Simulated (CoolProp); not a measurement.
Vapour-liquid equilibrium of R13 (1) + R11 (2) at 38.7 kPa; x and y are mole fractions of (1).

Computed with CoolProp (multi-fluid Helmholtz-energy mixture model, Platzer 1990 and Jacobsen 1992; pair parameters Bell 2016). This equation is an older, rougher fit; its heat capacities, sound speeds and derivatives of the liquid may be far off and weren't checked against measurements.

| x | bubble temperature (K) | y at the bubble point | dew temperature at overall composition x (K) | liquid density (mol/L) |
|---|---|---|---|---|
| 0.05 | 221.3 | 0.941 | 271.1 | 12.09 |
| 0.125 | 200.9 | 0.989 | 269.2 | 12.58 |
| 0.2 | 192.7 | 0.995 | 267.2 | 12.89 |
| 0.275 | 188.2 | 0.997 | 265.1 | 13.15 |
| 0.35 | 185.4 | 0.998 | 262.7 | 13.38 |
| 0.425 | 183.4 | 0.998 | 260.2 | 13.60 |
| 0.5 | 182.0 | 0.999 | 257.3 | 13.82 |
| 0.575 | 180.9 | 0.999 | 254.1 | 14.02 |
| 0.65 | 180.0 | 0.999 | 250.3 | 14.22 |
| 0.725 | 179.1 | 0.999 | 245.9 | 14.42 |
| 0.8 | 178.2 | 0.999 | 240.3 | 14.62 |
| 0.875 | 177.2 | 1.000 | 232.6 | 14.81 |
| 0.95 | 176.2 | 1.000 | 219.1 | 15.01 |

No azeotrope shows between x = 0.05 and 0.95.

Pair parameters are fitted to limited data, so mixtures are less certain than the pure fluids. With so large a gap from Raoult's law the liquid may split in two, which this calculation doesn't test in full.
